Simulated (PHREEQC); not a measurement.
Model water analysis in mg/L, 20 °C, pH 4.15, pe 9.9: Na 364; K 0.306; Ca 839; Mg 56.2; Cl 720; S(6) as SO4 2000; Al 3.44.

Valence states are taken as typed.

Model: ion-association model, phreeqc.dat, run in PHREEQC.

No solid was allowed to form.

Question: Order these Al species by the share of Al that they hold, largest first: AlSO4+, Al+3, Al(SO4)2-, AlOH+2.

Answer: AlSO4+ (70 %), Al+3 (17 %), Al(SO4)2- (12 %), AlOH+2 (0.82 %)

The pH is 4.15 and the ionic strength 0.0790 mol/kgw. Saturation is exceeded, for instance for Gypsum; the values hold only as long as no solid forms. Species that the database lacks are ignored.
